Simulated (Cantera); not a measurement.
A closed system holds: 1 mol TiCl4, 13 mol H2O, 12 mol N2, at 1050 °C and 133 Pa.

Method: chemical equilibrium by Gibbs-energy minimisation in Cantera with the NASA 1993 tables (ideal gas, pure condensed phases). Candidate condensed phases: H2O, NH4Cl, Ti, TiCl2, TiCl3, TiCl4, TiN, TiO, TiO2, Ti2O3, Ti3O5, Ti4O7; 38 gas species. Equilibrium is a limit: real reactors are often held back by kinetics, nucleation or transport.

Base state: N2 0.444, H2O 0.407, HCl 0.148, Cl 0.000340, H2 0.000250, O2 3.35e-5, OH 1.62e-5 (mole fractions); condensed: TiO2(rutile).

Task: What changes in the equilibrium state with this change: H2O from 13 to 0.26 mol?

Result: 
```
species              before    after
-----------------  --------  -------
N2                    0.444    0.894
TiCl4                 <1e-9   0.0625
HCl                   0.148   0.0387
H2O                   0.407  1.28e-7
TiCl3                 <1e-9  0.00231
O2                  3.35e-5    <1e-9
OH                  1.62e-5    <1e-9
H2                 0.000250  3.92e-7
TiO2(rutile), mol      1.00    0.130
```
